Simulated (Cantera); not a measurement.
Charge: 1 mol SrCl₂, 0.093 mol HCl, 260 mol N₂, equilibrated at 1073 K and 0.0310 bar.

Method: chemical equilibrium by Gibbs-energy minimisation in Cantera with the NASA 1993 tables (ideal gas, pure condensed phases). Candidate condensed phases: NH₄Cl, Sr, SrCl₂; 15 gas species. The numbers say what is thermodynamically allowed, not how fast it happens.

Base state: N₂ 1.000, HCl 0.000357 (mole fractions); condensed: SrCl₂(s).

Task: What changes in the equilibrium state with this change: temperature from 1073 K to 1475 K?

Result: 
```json
[
 {"species": "N₂", "before": "1.000", "after": "0.996"},
 {"species": "SrCl₂", "before": "9.53e-7", "after": "0.00383"},
 {"species": "HCl", "before": "0.000357", "after": "0.000347"},
 {"species": "SrCl₂(s), mol", "before": "1.000", "after": "0"}
]
```
